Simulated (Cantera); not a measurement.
What does this Cantera script print?

```python
import numpy as np
import cantera as ct

gas = ct.Solution("gri30.yaml")
gas.TPX = 1925, 1333, {'NO': 1, 'N2': 0.32}
reactor = ct.IdealGasConstPressureReactor(gas, energy="off", clone=False)
net = ct.ReactorNet([reactor])
net.rtol, net.atol = 1e-08, 1e-18
show = ['NO', 'O2', 'NO2', 'O', 'N2', 'N2O']
times = np.geomspace(3e-05, 200, 12)

steps = ct.SolutionArray(gas, extra=["t"])
rows = []
print(f"{'t/s':>10s}{'T/K':>9s}{'P/Pa':>11s}" + "".join(f"{s:>11s}" for s in show))
for t in times:
    while net.time < t:
        t_next = net.step()
        steps.append(gas.state, t=t_next)
    rows.append([np.interp(t, steps.t, y) for y in (steps.T, steps.P, *steps(*show).X.T)])
    print(f"{t:10.3e}{rows[-1][0]:9.1f}{rows[-1][1]:11.4g}" + "".join(f"{x:11.3e}" for x in rows[-1][2:]))
rate = np.gradient(steps.T, steps.t)
print("integrator steps:", len(steps.t))
if steps.T.max() > steps.T[0] + 200:
    print(f"time of steepest temperature rise: {steps.t[rate.argmax()]:.4e} s")
gas.TPX = 1925, 1333, {'NO': 1, 'N2': 0.32}
gas.equilibrate("TP")
print(f"equilibrium (TP): T = {gas.T:.1f} K  " + "  ".join(f"{s} {gas[s].X[0]:.3e}" for s in show))
```

It prints:

```
       t/s      T/K       P/Pa         NO         O2        NO2          O         N2        N2O
 3.000e-05   1925.0       1333  7.576e-01  2.390e-11  2.964e-11  1.514e-07  2.424e-01  1.514e-07
 1.252e-04   1925.0       1333  7.576e-01  4.159e-10  5.139e-10  6.320e-07  2.424e-01  6.309e-07
 5.222e-04   1925.0       1333  7.576e-01  7.279e-09  8.852e-09  2.640e-06  2.424e-01  2.622e-06
 2.179e-03   1925.0       1333  7.576e-01  1.276e-07  1.450e-07  1.108e-05  2.424e-01  1.076e-05
 9.090e-03   1925.0       1333  7.575e-01  2.360e-06  1.980e-06  4.753e-05  2.424e-01  4.192e-05
 3.792e-02   1925.0       1333  7.571e-01  5.482e-05  1.321e-05  2.062e-04  2.425e-01  1.308e-04
 1.582e-01   1925.0       1333  7.549e-01  9.263e-04  2.373e-05  4.789e-04  2.435e-01  1.955e-04
 6.601e-01   1925.0       1333  7.450e-01  5.814e-03  3.118e-05  5.501e-04  2.484e-01  1.841e-04
 2.754e+00   1925.0       1333  7.012e-01  2.759e-02  5.324e-05  7.336e-04  2.703e-01  1.500e-04
 1.149e+01   1925.0       1333  5.119e-01  1.219e-01  8.447e-05  1.215e-03  3.648e-01  6.605e-05
 4.794e+01   1925.0       1333  1.103e-01  3.223e-01  3.080e-05  1.834e-03  5.655e-01  2.532e-06
 2.000e+02   1925.0       1333  1.002e-02  3.724e-01  3.024e-06  1.957e-03  6.156e-01  5.154e-08
integrator steps: 961
equilibrium (TP): T = 1925.0 K  NO 7.327e-03  O2 3.738e-01  NO2 2.215e-06  O 1.960e-03  N2 6.169e-01  N2O 4.237e-08
```

Model: GRI-Mech 3.0 (53 species, 325 reactions), integrated in Cantera. Radical loss at walls, strong at low pressure, is not modelled.
